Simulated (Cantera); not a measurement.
Charge: 1 mol CHF₃, 0.47 mol F₂, held at 3.50 Pa.

Equilibrium computed with Cantera from the NASA thermochemical tables; the gas is ideal and each condensed phase is pure. Candidate condensed phases: C, C₆H₆, C₇H₈, C₈H₁₈; 95 gas species. Gases not in the tables: C₂F₆ and larger saturated fluorocarbons. Rates play no part.

Task: What share of the C ends up in condensed phases as a function of T (°C), at 1727, 1877, 2027, 2177, 2327, 2477, 2627, 2777, 2927, 3077, 3227?

Result: 
```json
[
 {"T (°C)": "1727", "C condensed (%)": "59.1", "as": "C(graphite)"},
 {"T (°C)": "1877", "C condensed (%)": "84.9", "as": "C(graphite)"},
 {"T (°C)": "2027", "C condensed (%)": "90.9", "as": "C(graphite)"},
 {"T (°C)": "2177", "C condensed (%)": "81.7", "as": "C(graphite)"},
 {"T (°C)": "2327", "C condensed (%)": "0.0", "as": "-"},
 {"T (°C)": "2477", "C condensed (%)": "0.0", "as": "-"},
 {"T (°C)": "2627", "C condensed (%)": "0.0", "as": "-"},
 {"T (°C)": "2777", "C condensed (%)": "0.0", "as": "-"},
 {"T (°C)": "2927", "C condensed (%)": "0.0", "as": "-"},
 {"T (°C)": "3077", "C condensed (%)": "0.0", "as": "-"},
 {"T (°C)": "3227", "C condensed (%)": "0.0", "as": "-"}
]
```
